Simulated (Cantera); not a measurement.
A Cantera script and what it prints.

```python
import numpy as np
import cantera as ct

gas_names = """
    H HNO HNO2 HNO3 HO2 H2 H2O H2O2 N NH NH2 NH3 NH2OH NO NO2 NO3 N2 N2H2 N2H4 N2O O OH O2 O3 Si SiH
    SiH2 SiH3 SiH4 SiN SiO SiO2 Si2 Si2N Si3
""".split()
cond_names = """
    H2O(s) H2O(L) Si(cr) Si(L) SiO2(Lqz) SiO2(hqz) SiO2(L) Si2N2O(s) Si3N4(a)
""".split()


# ... load() reads the species with a 1 bar reference pressure and builds the phases ...
atoms = {
    'Si2H6': {'Si': 2, 'H': 6},
    'NO': {'N': 1, 'O': 1},
    'N2': {'N': 2},
    'H2O': {'H': 2, 'O': 1},
}
top_T = {'Si2N2O(s)': 2100, 'Si3N4(a)': 2400}  # K; cautious upper limits of use, not melting points


# ... equilibrate(T, P, feed) seeds the gas with the atoms and calls Mixture.equilibrate('TP', solver="vcs", rtol=1e-11, max_steps=5000) ...
results = []
feed = {'Si2H6': 1, 'NO': 0.26, 'N2': 51, 'H2O': 0.31}  # mol
P = 69  # Pa
for T in [1223, 1298, 1373, 1448, 1523, 1598, 1673]:
    mix = equilibrate(T, P, feed)
    results.append((T, P, feed, dict(zip(mix.species_names, mix.species_moles))))

top = {s: max(r[3][s] / sum(r[3][g] for g in gas_names) for r in results) for s in gas_names}
cols = sorted((s for s in top if top[s] > 1e-06), key=lambda s: -top[s])[:7]
seen = [c for c in cond_names if any(r[3].get(c, 0) > 1e-12 for r in results)]
print("log10 of partial pressures in bar; condensed amounts in mol")
print(f"{'T/K':>10s}" + "".join(f"{s[:9]:>10s}" for s in cols + seen))
for T, P, feed, n in results:
    ng = sum(n[g] for g in gas_names)
    print(f"{T:10.4g}" + "".join(f"{np.log10(max(n[s] / ng * P / 1e5, 1e-99)):10.3f}" for s in cols)
          + "".join(f"{n.get(c, 0):10.4g}" for c in seen))
```

Result:

```
log10 of partial pressures in bar; condensed amounts in mol
       T/K        N2        H2       SiO         H        Si      Si2N       SiN    Si(cr) Si2N2O(s)  Si3N4(a)
      1223    -3.189    -4.368   -11.017    -8.706   -14.194   -17.758   -15.051         0      0.57    0.2867
      1298    -3.189    -4.368    -9.581    -8.154   -12.482   -15.575   -13.536         0      0.57    0.2867
      1373    -3.189    -4.368    -8.305    -7.662   -10.960   -13.635   -12.189         0    0.5696    0.2868
      1448    -3.189    -4.368    -7.164    -7.220    -9.598   -11.899   -10.984         0    0.5647    0.2884
      1523    -3.189    -4.369    -6.137    -6.821    -8.372   -10.338    -9.899         0    0.5136    0.3053
      1598    -3.193    -4.375    -5.209    -6.461    -7.260    -8.925    -8.918         0   0.08631    0.4463
      1673    -3.193    -4.386    -5.146    -6.137    -6.379    -7.899    -8.154     1.393         0         0
```

Equilibrium computed with Cantera from the NASA thermochemical tables; the gas is ideal and each condensed phase is pure. The feed counts by its element totals alone. Mutual solubility and eutectic melting of coexisting phases are not modelled. The tables' values for SiN are old estimates; treat these amounts as uncertain.
